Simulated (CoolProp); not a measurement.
Methanol along the isobar 0.856 MPa: Z from the reference equation and from simpler models built on Tc = 240.2 °C, pc = 8.216 MPa, ω = 0.565; each cubic takes its own stable root.

Values from CoolProp's reference Helmholtz-energy equation of state, de Reuck 1993.

```csv
T (°C),phase,reference,Redlich-Kwong,Soave-Redlich-Kwong
-32.15,liquid,0.01628,0.02238,?
-18.55,liquid,0.01565,0.02151,0.02046
-4.95,liquid,0.01509,?,0.01967
8.65,liquid,0.01459,0.02012,0.01897
22.35,liquid,0.01414,0.01956,0.01836
35.95,liquid,0.01374,0.01908,0.01783
49.55,liquid,0.01338,0.01868,0.01737
63.15,liquid,0.01307,0.01836,?
76.75,liquid,?,0.01811,0.01668
```

Task: What belongs in the gaps?

Result: 
- -32.15, Soave-Redlich-Kwong: 0.02137
- -4.95, Redlich-Kwong: 0.02077
- 63.15, Soave-Redlich-Kwong: 0.01699
- 76.75, reference: 0.01279
